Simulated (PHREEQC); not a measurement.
Brine: speciation

Consider water at 15 °C with 0.37 mol Na2CO3 and 6.2e-05 mol H4SiO4 per kg of water. Closed to the air; pH follows from the charge balance.

Equilibrium calculation in PHREEQC: Pitzer model, pitzer.dat.

Each row changes one thing in this solution. This is a speciation only: nothing precipitates in the calculation.

| case | pH | ionic strength (mol/kgw) |
|---|---|---|
| as made | 11.74 | 1.11 |
| H4SiO4 replaced by K2SiO3 at the same molality | 11.75 | 1.11 |
| H4SiO4 left out | 11.75 | 1.11 |
| Na2CO3 replaced by NaOH at the same molality | 13.76 | 0.370 |
| temperature from 15 to 85 °C | ? | 1.09 |
| H4SiO4 from 6.2e-05 to 0.00031 mol/kgw | ? | 1.11 |

Problem. Some entries are withheld; supply them.

Solution. 
- temperature from 15 to 85 °C, pH: 10.67
- H4SiO4 from 6.2e-05 to 0.00031 mol/kgw, pH: 11.73

In brines, pH and single-ion activities rest on the MacInnes convention. Constants without temperature data keep their 25 °C values here.
